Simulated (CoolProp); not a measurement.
Vapour-liquid equilibrium of R13 (1) + isobutane (2) at -79.35 °C; x and y are mole fractions of (1).

Model: multi-fluid Helmholtz-energy mixture model, Platzer 1990 and Bücker 2006; pair parameters Bell 2016, in CoolProp. This equation is an older, rougher fit; its heat capacities, sound speeds and derivatives of the liquid may be far off and weren't checked against measurements.

Question: Give the bubble pressure and the first vapour's composition at x = 0.35, 0.5, 0.875. Is there an azeotrope?

Answer: x = 0.35: 0.6077 bar, y = 0.970; x = 0.5: 0.7337 bar, y = 0.978; x = 0.875: 1.007 bar, y = 0.993. No azeotrope shows between x = 0.05 and 0.95.

The pair parameters rest on a limited set of measurements; away from them the model extrapolates. With so large a gap from Raoult's law the liquid may split in two, which this calculation doesn't test in full.
